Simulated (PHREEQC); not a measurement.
A column of 0.2 m (30 cells, dispersivity 0.007 m, 720 s a shift, diffusion coefficient 3e-10 m²/s) holds 0.12 eq of the database's cation exchanger X per kg of pore water, first in equilibrium with 24 mmol/kgw MnCl2, 28 mmol/kgw (NH4)2SO4 and 0.01 mmol/kgw HCl. It is flushed with 90 mmol/kgw KBr, 0.33 mmol/kgw CaCl2 and 0.01 mmol/kgw HCl, at 25 °C. Values are for the last cell. The system is closed to CO2. Precipitation was switched off in this run.

Model: ion-association model, phreeqc.dat, run in PHREEQC.

```tsv
pore volumes	Br in solution (mol/kgw)	K in solution (mol/kgw)	S in solution (mol/kgw)	Ca in solution (mol/kgw)	Mn in solution (mol/kgw)
0	0	0	0.0280	0	0.0240
0.5167	0.000678	4.03e-10	0.0278	2.75e-14	0.0240
1.017	0.0520	9.78e-5	0.0118	1.36e-8	0.0206
1.517	0.0861	0.00525	0.00121	1.80e-6	0.0178
2.017	0.0898	0.0289	6.59e-5	2.82e-5	0.0135
2.517	0.0900	0.0605	2.72e-6	0.000119	0.00664
3.017	0.0900	0.0798	9.78e-8	0.000223	0.00223
3.517	0.0900	0.0870	3.27e-9	0.000283	0.000622
4.017	0.0900	0.0892	1.05e-10	0.000311	0.000160
4.517	0.0900	0.0898	3.29e-12	0.000322	3.97e-5
5.017	0.0900	0.0899	1.02e-13	0.000327	9.62e-6
```

Complexes and solids missing from the database can't appear.
